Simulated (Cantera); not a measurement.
Charge: 1 mol CH3OH, 0.047 mol H2O, 0.028 mol CO2, held at 1275 °C and 13300 Pa.

These are equilibrium values from Cantera (NASA tables, ideal gas, pure condensed phases), not measurements of a reactor. Candidate condensed phases: C, C6H6, C7H8, C8H18, H2O; 110 gas species. Kinetics and transport are ignored.

Base state: H2 0.645, CO 0.331, H2O 0.0206, CO2 0.00379, H 6.78e-5 (mole fractions); condensed: gas only.

Question: What changes in the equilibrium state with this change: CH3OH replaced by C2H4?

Answer: 
| species | before | after |
|---|---|---|
| H2 | 0.645 | 0.952 |
| CO | 0.331 | 0.0479 |
| CH4 | 1.92e-7 | 0.000248 |
| H2O | 0.0206 | 7.46e-6 |
| CO2 | 0.00379 | 1.35e-7 |
| C2H2 (acetylene) | <1e-9 | 1.50e-5 |
| H | 6.78e-5 | 8.24e-5 |
| C(graphite), mol | 0 | 1.92 |

Question: What changes in the equilibrium state with this change: temperature from 1275 °C to 2577 °C?

Answer: 
| species | before | after |
|---|---|---|
| H2 | 0.645 | 0.490 |
| CO | 0.331 | 0.301 |
| H | 6.78e-5 | 0.187 |
| H2O | 0.0206 | 0.0180 |
| O | <1e-9 | 0.000478 |
| OH | 7.24e-8 | 0.00201 |
| CO2 | 0.00379 | 0.00156 |

Question: What changes in the equilibrium state with this change: CH3OH replaced by n-butane?

Answer: 
```
species            before     after
----------------  -------  --------
H2                  0.645     0.980
CO                  0.331    0.0200
CH4               1.92e-7  0.000262
H2O                0.0206   3.20e-6
CO2               0.00379   2.35e-8
C2H2 (acetylene)    <1e-9   1.54e-5
H                 6.78e-5   8.36e-5
C(graphite), mol        0      3.92
```
